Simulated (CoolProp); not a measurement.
Saturation properties of sulfur dioxide.

Model: reference Helmholtz-energy equation of state, Gao 2016, in CoolProp.

```
T (K)     p (kPa)  enthalpy of vaporisation (kJ/kg)  liquid cp (kJ/(kg K))
-----  ----------  --------------------------------  ---------------------
311.7       603.4                             342.0                  1.416
327.1       938.1                        (withheld)             (withheld)
342.5  (withheld)                             304.5             (withheld)
357.9        2004                             282.3             (withheld)
373.3        2789                             256.6             (withheld)
388.7        3781                        (withheld)                  1.909
404.1        5018                             187.2                  2.350
419.5        6546                             130.5             (withheld)
```

**Question.** Complete the blanks.

**Answer.** 
- 327.1, enthalpy of vaporisation (kJ/kg): 324.2
- 327.1, liquid cp (kJ/(kg K)): 1.453
- 342.5, p (kPa): 1397
- 342.5, liquid cp (kJ/(kg K)): 1.506
- 357.9, liquid cp (kJ/(kg K)): 1.583
- 373.3, liquid cp (kJ/(kg K)): 1.702
- 388.7, enthalpy of vaporisation (kJ/kg): 226.0
- 419.5, liquid cp (kJ/(kg K)): 4.052

It boils at 263.1 K under 1 atm.
